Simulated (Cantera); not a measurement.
Thermodynamics of thermal oxidation and active oxidation of silicon, feed Si + O₂ + N₂ + H₂O

Charge: 1 mol Si, 0.2 mol O₂, 19 mol N₂, 0.0036 mol H₂O, at 0.300 bar.

Method: chemical equilibrium by Gibbs-energy minimisation in Cantera with the NASA 1993 tables (ideal gas, pure condensed phases). Candidate condensed phases: H₂O, Si, SiO₂, Si₂N₂O, Si₃N₄; 35 gas species. N₂ is the only nitrogen source here; it is nearly inert below about 1500 K, so the nitride shown seldom forms there in practice. Mutual solubility and eutectic melting of coexisting phases are not modelled. The tables' values for SiN are old estimates; treat these amounts as uncertain. The numbers say what is thermodynamically allowed, not how fast it happens.

```tsv
T (°C)	x N₂	x SiO	x Si	x H₂	n Si₂N₂O(s)	n Si₃N₄(s)	n Si(l)
1225	1.000	1.47e-7	9.52e-11	0.000195	0.404	0.0643	0
1275	1.000	6.55e-7	5.70e-10	0.000195	0.404	0.0643	0
1325	1.000	2.66e-6	3.04e-9	0.000194	0.404	0.0643	0
1375	1.000	9.87e-6	1.46e-8	0.000194	0.403	0.0643	0
1425	1.000	3.39e-5	6.41e-8	0.000193	0.403	0.0645	0
1475	1.000	0.000108	2.58e-7	0.000192	0.402	0.0649	0
1525	0.999	0.000323	9.58e-7	0.000190	0.398	0.0663	0
1575	0.999	0.000909	3.31e-6	0.000188	0.387	0.0698	0
1625	0.997	0.00241	1.07e-5	0.000185	0.359	0.0791	0
1675	0.994	0.00610	3.26e-5	0.000179	0.290	0.102	0
1725	0.985	0.0147	9.42e-5	0.000172	0.127	0.156	0
1775	0.979	0.0208	0.000252	0.000159	0	0	0.589
1825	0.978	0.0208	0.000435	0.000150	0	0	0.584
```
x: gas mole fraction; n: condensed amount in mol.

From 1225 °C to 1725 °C the condensed part is Si₂N₂O(s) + Si₃N₄(s). From 1775 °C to 1825 °C the condensed part is Si(l). The main Si-bearing gas is SiO throughout.
